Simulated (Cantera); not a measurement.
# Ammonia decomposition in nitride growth gas

An isothermal, constant-pressure homogeneous reactor starts with 80.0 % NH3, 20.0 % H2, at 2198 K and 100.0 Torr.

Cantera simulation using the gas-phase N/H chemistry of the illustrative SiF4/NH3 mechanism in the Surface Chemkin manual (1991); the numbers are that mechanism's predictions, not measurements. Walls and surfaces, which speed up NH3 decomposition in real reactors, are not modelled.

```tsv
t (s)	x NH3	x H2	x NH	x H	x N2H2
8.00e-6	0.800	0.200	6.52e-8	1.14e-5	6.98e-9
2.77e-5	0.799	0.200	1.22e-6	3.49e-5	1.47e-7
9.61e-5	0.798	0.201	1.40e-5	0.000111	2.76e-6
0.000333	0.792	0.204	4.87e-5	0.000225	1.50e-5
0.00115	0.767	0.222	5.18e-5	0.000253	1.55e-5
0.00400	0.691	0.277	5.21e-5	0.000321	1.31e-5
0.0139	0.496	0.418	5.02e-5	0.000527	8.03e-6
0.0480	0.191	0.638	3.94e-5	0.00108	2.44e-6
0.167	0.0111	0.767	1.73e-5	0.00348	1.19e-7
0.577	1.42e-5	0.766	3.38e-7	0.0134	7.95e-12
2.00	2.38e-6	0.766	5.68e-8	0.0134	<1e-12
```
x: mole fraction; the columns are a selection and need not sum to one.

Equilibrium at this temperature and pressure: NH3 6.26e-7, H2 0.766, NH 1.49e-8, H 0.0134, N2H2 <1e-12 (gas phase only).
